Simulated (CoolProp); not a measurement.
Saturated liquid density (kg/m³) of ethylene: the reference equation beside estimates from Tc = 282.4 K, pc = 5.042 MPa, ω = 0.087. Rackett uses Z = 0.29056 − 0.08775 ω.

Model: reference Helmholtz-energy equation of state, Smukala 2000, in CoolProp.

| T (K) | reference | Rackett | van der Waals | Soave-Redlich-Kwong |
|---|---|---|---|---|
| 189.6 | 537.7 | 533.5 | 352.2 | 515.8 |
| 196.9 | 526.2 | 522.3 | 344.7 | 503.1 |
| 204.3 | 514.2 | 510.4 | 336.7 | 489.4 |
| 211.7 | 501.6 | 498.1 | 328.2 | 474.8 |
| 219.1 | 488.3 | 485.1 | 319.2 | 459.2 |
| 226.4 | 474.5 | 471.5 | 309.8 | 442.6 |
| 233.8 | 459.6 | 456.8 | 299.6 | 424.4 |
| 241.2 | 443.4 | 441.0 | 288.5 | 404.5 |
| 248.5 | 425.9 | 423.9 | 276.4 | 382.9 |
| 255.9 | 405.9 | 404.5 | 262.8 | 358.4 |
| 263.3 | 382.5 | 381.9 | 247.1 | 330.0 |

Absolute difference from the reference over all 11 rows, mean and median: Rackett 0.6 and 0.6 %, van der Waals 34.8 and 34.7 %, Soave-Redlich-Kwong 7.6 and 6.7 %.
